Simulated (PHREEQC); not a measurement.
Consider water at 90 °C with 0.00885 mol HF, 0.00017 mol H2SiF6 and 0.0017 mol H2SO4 per kg of water. Closed to the air; pH follows from the charge balance.

All values are PHREEQC results (ion-association model, wateq4f.dat), not measurements.

No solid was allowed to form.

Predict the pH, ionic strength.

pH 2.54; ionic strength 0.00388 mol/kgw.

In which forms is F present?

HF 93 %, F- 6.3 % of the F.

Species that the database lacks are ignored. Away from 25 °C the constants follow the database's enthalpies or fits; those with neither stay at their 25 °C values. SiF6-2 is the database's only silicon fluoride.
